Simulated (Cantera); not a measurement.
A Cantera script and its output.

```python
import numpy as np
import cantera as ct

gas = ct.Solution("gri30.yaml")


def delay(T, t_max=10):
    gas.TPX = T, 1100000, {'CH4': 1, 'C2H6': 0.25, 'O2': 5.53, 'N2': 20.8, 'H2O': 1.3}
    reactor = ct.IdealGasReactor(gas, clone=False)
    net = ct.ReactorNet([reactor])
    net.rtol, net.atol = 1e-8, 1e-16
    while net.time < t_max:
        t_old, T_old = net.time, reactor.T
        net.step()
        if reactor.T > T + 400:  # ignition: a rise of 400 K
            return t_old + (T + 400 - T_old) / (reactor.T - T_old) * (net.time - t_old)
    return np.nan


taus = []
for T in [1023, 1098, 1173, 1248, 1323, 1398]:
    taus.append(delay(T))
    print(f"T0 = {T:6g} K   tau = {taus[-1]:.4e} s")
```

Result:

```
T0 =   1023 K   tau = 1.9483e-02 s
T0 =   1098 K   tau = 4.7287e-03 s
T0 =   1173 K   tau = 1.3144e-03 s
T0 =   1248 K   tau = 4.1570e-04 s
T0 =   1323 K   tau = 1.5313e-04 s
T0 =   1398 K   tau = 6.6196e-05 s
```

Computed with Cantera and GRI-Mech 3.0 (53 species, 325 reactions).
